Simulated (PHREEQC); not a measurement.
A PHREEQC input (ion-association model, wateq4f.dat):

```
SOLUTION 1
  temp 20
  units mg/L
  pH 12.5
  pe -0.7
  Na 6.08
  K 0.744
  Ca 1.78
  Mg 2.04
  Cl 10.6
  S(6) 2.39 as SO4
  Alkalinity 12.8 as HCO3
  F 0.00233
END
USE solution 1
EQUILIBRIUM_PHASES 1
  Fluorite 0 0
  Quartz 0 0.5
  CO2(g) -2 10
END
```

It stops with these messages:

```
WARNING: Maximum iterations exceeded, 100
WARNING: Maximum iterations exceeded, 100
WARNING: The program has failed to converge to a numerical solution.
ERROR:           Alkalinity has not converged. Total: 2.098909e-04	Calculated: 2.404945e-02	Residual: -2.383956e-02
ERROR: Is non-carbonate alkalinity greater than total alkalinity?
ERROR:                   Ca has not converged. Total: 4.443670e-05	Calculated: 4.842887e-05	Residual: -3.992173e-06
ERROR:                   Cl has not converged. Total: 2.991592e-04	Calculated: 3.315975e-04	Residual: -3.243826e-05
ERROR:                    F has not converged. Total: 1.227124e-07	Calculated: 1.361628e-07	Residual: -1.345040e-08
ERROR:                    K has not converged. Total: 1.903809e-05	Calculated: 2.110400e-05	Residual: -2.065906e-06
ERROR:                   Mg has not converged. Total: 8.395740e-05	Calculated: 8.139001e-05	Residual: 2.567388e-06
ERROR:                   Na has not converged. Total: 2.646171e-04	Calculated: 2.949575e-04	Residual: -3.034047e-05
ERROR:                 S(6) has not converged. Total: 2.489354e-05	Calculated: 2.028779e-05	Residual: 4.605748e-06
ERROR:                   Mu Ionic strength has not converged. 	Residual: -1.239729e-03
ERROR:               A(H2O) Activity of water has not converged. 	Residual: 3.993647e-04
ERROR: Model failed to converge for initial solution  1.
```

Task: What went wrong, and how is it mended?

Result: The fault: pH typed as 12.5 with the alkalinity kept. The line should read `pH 6.75` where the input has `pH 12.5`. With the mend the run ends at pH 6.10 and ionic strength 0.000701 mol/kgw.
